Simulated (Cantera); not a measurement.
A closed system holds: 1 mol NH3, 0.29 mol O2, held at 1275 K and 1330 Pa.

Cantera equilibrium calculation (NASA polynomials, part measured and part estimated; ideal gas, pure solids and liquids). Candidate condensed phases: H2O; 24 gas species. Rates play no part.

Base state: H2 0.460, H2O 0.290, N2 0.250 (mole fractions); condensed: gas only.

Question: What changes in the equilibrium state with this change: O2 from 0.29 to 1.4 mol?

Answer: 
| species | before | after |
|---|---|---|
| H2O | 0.290 | 0.566 |
| O2 | <1e-9 | 0.245 |
| N2 | 0.250 | 0.189 |
| H2 | 0.460 | 5.47e-7 |
| NO | <1e-9 | 0.000177 |
| OH | 3.18e-8 | 5.69e-5 |

Question: What changes in the equilibrium state with this change: NH3 replaced by HF?

Answer: 
```tsv
species	before	after
HF	0	0.775
O2	<1e-9	0.225
H2O	0.290	4.60e-6
H2	0.460	<1e-9
N2	0.250	0
```
